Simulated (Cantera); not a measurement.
Predominance diagram of Ca at 477 °C against the partial pressures of O2 and Cl2 (log10, bar). Cantera with NASA thermochemical tables; ideal gases at 1 bar, condensed phases pure. Candidates: Ca(s), CaCl2(s), CaO(s). Only these pure phases compete in this equilibrium. Not in the tables: oxide halides.

```
log p(Cl2) \ log p(O2)
        columns: -59, -56, -53.1, -50.2, -47.2, -44.2, -41.3, -38.3, -35.4, -32.4, -29.5, -26.6, -23.6, -20.6, -17.7, -14.8, -11.8, -8.8, -5.9, -2.9, 0
      0  A A A A A A A A A A A A A A A A A A A A A
   -5.2  A A A A A A A A A A A A A A A A A A A A A
  -10.4  A A A A A A A A A A A A A A A A A A A B B
  -15.7  A A A A A A A A A A A A A A A A B B B B B
  -20.9  A A A A A A A A A A A A B B B B B B B B B
  -26.1  A A A A A A A A A B B B B B B B B B B B B
  -31.3  A A A A A B B B B B B B B B B B B B B B B
  -36.6  A B B B B B B B B B B B B B B B B B B B B
  -41.8  B B B B B B B B B B B B B B B B B B B B B
    -47  B B B B B B B B B B B B B B B B B B B B B
```

A: CaCl2(s); B: CaO(s).
